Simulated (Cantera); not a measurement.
An isothermal, constant-pressure homogeneous reactor starts with C₂H₆ : H₂ = 1 : 3.9 (molar parts), at 1323 K and 0.0632 atm. Integrator tolerance rtol = 1e-08.

Model: GRI-Mech 3.0 (53 species, 325 reactions), integrated in Cantera. GRI-Mech 3.0 stops at C3 and has no aromatics, soot or wall deposition, so with more carbon than oxygen in the feed, carbon stays in small species such as C2H2 where larger ones or solid carbon would form.

Question: What does this change do: temperature 1323 to 1298 K?

Answer: 
| quantity | before | after |
|---|---|---|
| x(C₂H₆) at 100 s | 2.12e-5 (gas-phase equilibrium 2.11e-5) | 3.43e-5 (gas-phase equilibrium 3.13e-5) |
| x(H₂) at 100 s | 0.794 (gas-phase equilibrium 0.787) | 0.791 (gas-phase equilibrium 0.767) |
| x(C₂H₄) at 100 s | 0.0109 (gas-phase equilibrium 0.0105) | 0.0144 (gas-phase equilibrium 0.0124) |
| x(C₂H) at 100 s | 4.26e-10 (gas-phase equilibrium 3.81e-10) | 2.73e-10 (gas-phase equilibrium 1.86e-10) |
| x(C₂H₂) at 100 s | 0.103 (gas-phase equilibrium 0.0991) | 0.0985 (gas-phase equilibrium 0.0869) |
| x(CH₄) at 100 s | 0.0922 (gas-phase equilibrium 0.104) | 0.0958 (gas-phase equilibrium 0.134) |
